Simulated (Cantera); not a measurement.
A perfectly stirred reactor is fed with 3.90 % CH4, 0.663 % C2H6, 1.64 % C3H8, 19.7 % O2, 74.1 % N2, at 1.00 bar; it is adiabatic with a 425 K inlet, and is followed from long to short residence time, starting on the burning branch (τ in s: 0.31, 0.15, 0.072, 0.035, 0.017, 0.008, 0.0038, 0.0018, 0.00089, 0.00043, 0.0002, 9.8e-05).

Computed with Cantera and GRI-Mech 3.0 (53 species, 325 reactions). GRI-Mech 3.0 was tuned for natural gas; its chemistry of propane as a main component is partial and can be far from experiment.

x: mole fraction; the columns are a selection and need not sum to one.

| τ (s) | T (K) | x CH4 | x C2H6 | x C3H8 | x O | x CH2CO |
|---|---|---|---|---|---|---|
| 0.31 | 2255 | 4.61e-7 | 8.30e-9 | 2.39e-8 | 0.000524 | 3.22e-8 |
| 0.15 | 2252 | 9.00e-7 | 1.70e-8 | 4.84e-8 | 0.000569 | 6.58e-8 |
| 0.072 | 2244 | (withheld) | (withheld) | (withheld) | (withheld) | (withheld) |
| 0.035 | 2231 | 3.06e-6 | 7.00e-8 | 1.90e-7 | 0.000792 | 2.66e-7 |
| 0.017 | 2208 | 5.27e-6 | 1.39e-7 | 3.60e-7 | 0.00103 | 5.16e-7 |
| 0.0080 | 2175 | 9.05e-6 | 2.79e-7 | 6.81e-7 | 0.00142 | 9.95e-7 |
| 0.0038 | 2132 | 1.55e-5 | 5.43e-7 | 1.24e-6 | 0.00198 | 1.83e-6 |
| 0.0018 | 2081 | 2.72e-5 | 1.04e-6 | 2.26e-6 | 0.00268 | 3.25e-6 |
| 0.00089 | 2028 | (withheld) | (withheld) | (withheld) | (withheld) | (withheld) |
| 0.00043 | 1969 | 9.09e-5 | 3.77e-6 | 7.58e-6 | 0.00421 | 9.44e-6 |
| 0.00020 | 1901 | 0.000195 | 8.11e-6 | 1.59e-5 | 0.00473 | 1.78e-5 |
| 9.8e-5 | 1826 | 0.000471 | 1.93e-5 | 3.75e-5 | 0.00443 | 3.83e-5 |

Problem. Fill in the missing entries.

Solution. 
- 0.072, x CH4: 1.71e-6
- 0.072, x C2H6: 3.48e-8
- 0.072, x C3H8: 9.75e-8
- 0.072, x O: 0.000650
- 0.072, x CH2CO: 1.34e-7
- 0.00089, x CH4: 4.79e-5
- 0.00089, x C2H6: 1.94e-6
- 0.00089, x C3H8: 4.03e-6
- 0.00089, x O: 0.00344
- 0.00089, x CH2CO: 5.47e-6
